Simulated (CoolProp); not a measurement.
A single-stage vapour-compression cycle with the fluid: evaporating at 242.15 K (dew point), condensing at 289.15 K (bubble point), superheat 10 K, subcooling 8 K, compressor efficiency 0.8, no pressure losses. The same conditions are run with several fluids, on thermodynamics alone (safety and materials aside).

The numbers come from the reference Helmholtz-energy equation of state of each fluid (R115: Lemmon 2016; C3F8 (R218): Lemmon 2006; R21: Platzer 1990; carbonyl sulfide: Lemmon 2006; R1233zd(E): Akasaka 2022; R125: Lemmon 2005) in CoolProp. The equations of Platzer and Polt are older, rougher fits.

```csv
fluid,cooling COP,pressure ratio,discharge temperature (K),refrigerating effect (kJ/kg),volumetric capacity (kJ/m³)
R115,3.42,4.91,299.3,___,1000
C3F8 (R218),___,5.17,290.2,69.8,864
R21,3.65,___,357.9,226,179
carbonyl sulfide,3.50,4.47,363.3,253,___
R1233zd(E),3.70,9.25,318.8,180,114
R125,3.39,4.93,308.2,114,1530
```

Q: Fill in the missing entries.

A: 
- R115, refrigerating effect (kJ/kg): 90.0
- C3F8 (R218), cooling COP: 3.24
- R21, pressure ratio: 8.30
- carbonyl sulfide, volumetric capacity (kJ/m³): 1730
